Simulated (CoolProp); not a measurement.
Values from CoolProp's reference Helmholtz-energy equation of state, Thol 2016.

For R1234ze(E), give the phase and the density (kg/m³), cp (kJ/(kg K)), cv (kJ/(kg K)), speed of sound (m/s) at 235.2 K and 12.3 MPa.


- 235.2 K and 12.3 MPa: liquid; density 1370, cp 1.23, cv 0.860, speed of sound 875
